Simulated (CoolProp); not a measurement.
Vapour-liquid equilibrium of R22 (1) + R152A (2) at 274.8 K; x and y are mole fractions of (1).

Values from CoolProp's multi-fluid Helmholtz-energy mixture model, Kamei 1995 and Outcalt 1996; pair parameters Bell 2016.

```
x     bubble pressure (kPa)  y at the bubble point  dew pressure at overall composition x (kPa)  liquid density (mol/L)
----  ---------------------  ---------------------  -------------------------------------------  ----------------------
0.05                  289.0                    [?]                                          [?]                     [?]
0.15                  307.7                  0.221                                        298.2                   14.52
0.25                  327.6                  0.352                                        311.9                   14.56
0.35                  348.8                  0.472                                          [?]                   14.59
0.45                    [?]                  0.582                                        344.6                   14.63
0.55                  396.2                  0.681                                        364.6                   14.66
0.65                  422.4                  0.770                                        387.9                   14.69
0.75                  450.3                  0.848                                        416.0                   14.72
0.85                    [?]                  0.916                                        450.9                   14.74
0.95                  509.9                    [?]                                          [?]                   14.75
```

Task: Complete the blanks.

Result: 
- 0.05, y at the bubble point: 0.077
- 0.05, dew pressure at overall composition x (kPa): 285.8
- 0.05, liquid density (mol/L): 14.48
- 0.35, dew pressure at overall composition x (kPa): 327.2
- 0.45, bubble pressure (kPa): 371.7
- 0.85, bubble pressure (kPa): 479.5
- 0.95, y at the bubble point: 0.975
- 0.95, dew pressure at overall composition x (kPa): 496.3

No azeotrope shows between x = 0.05 and 0.95.

The pair parameters rest on a limited set of measurements; away from them the model extrapolates.
